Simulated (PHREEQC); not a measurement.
FeCl3 is added in steps, without added water, to 1 kg of water holding 0.0064 mol H2SO4, 0.0018 mol CuSO4 and 0.073 mol Na2SO4, at 32 °C. Oxygen alone is held at its pressure in air (log pO2 = -0.68). CO2 from the air is kept out. The run lets Fe(OH)3(a), Halite precipitate or redissolve, and no other solid.

Base run: PHREEQC, ion-association model, phreeqc.dat. Each further column changes one thing. The table gives pH.

```tsv
FeCl3 added (mol)	base	Debye-Hückel limiting law	Davies equation for every ion	metal-ligand complexes left out	database wateq4f.dat
0	2.48	2.40	2.51	2.53	2.49
0.006083	2.45	2.36	2.47	2.38	2.31
0.01217	2.42	2.31	2.44	2.27	2.15
0.01825	2.38	2.25	2.41	2.18	2.04
0.02129	2.36	2.22	2.39	2.14	2.00
0.02738	2.33	2.17	2.36	2.07	1.92
0.03346	2.29	2.13	2.33	2.01	1.86
0.03954	2.26	2.10	2.29	1.97	1.81
0.04562	2.23	2.07	2.26	1.93	1.77
0.05171	2.19	2.04	2.23	1.89	1.73
0.05475	2.18	2.03	2.22	1.87	1.72
0.06083	2.15	2.01	2.19	1.85	1.69
0.06692	2.12	2.00	2.16	1.82	1.67
0.073	2.09	1.98	2.14	1.80	1.65
```

 phreeqc.dat and wateq4f.dat share most of their constants, so their agreement is no independent check. Solids allowed in the column 'database wateq4f.dat': Fe(OH)3(a), Cu(OH)2, Brochantite, Antlerite, Atacamite, Jarosite-Na, Halite, Mirabilite, Chalcanthite.
